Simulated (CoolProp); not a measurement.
C3F8 (R218) at 366.92 K and 10.1 MPa is throttled through a valve to 5.26 MPa with no heat exchange. Each further row changes one setting.

The numbers come from the reference Helmholtz-energy equation of state, Lemmon 2006 in CoolProp. It is a short technical equation, of lower accuracy than the large ones.

```tsv
case	temperature change (K)	final phase	final density (kg/m³)
as stated	?	supercritical	?
outlet pressure 1.58 MPa	-44.8	?	?
outlet pressure 6.84 MPa	?	supercritical	1030
```

### Question
Complete the blanks.

### Answer

- as stated, temperature change (K): -5.2
- as stated, final density (kg/m³): 955
- outlet pressure 1.58 MPa, final phase: two-phase, vapour fraction 0.848
- outlet pressure 1.58 MPa, final density (kg/m³): 202
- outlet pressure 6.84 MPa, temperature change (K): -2.7
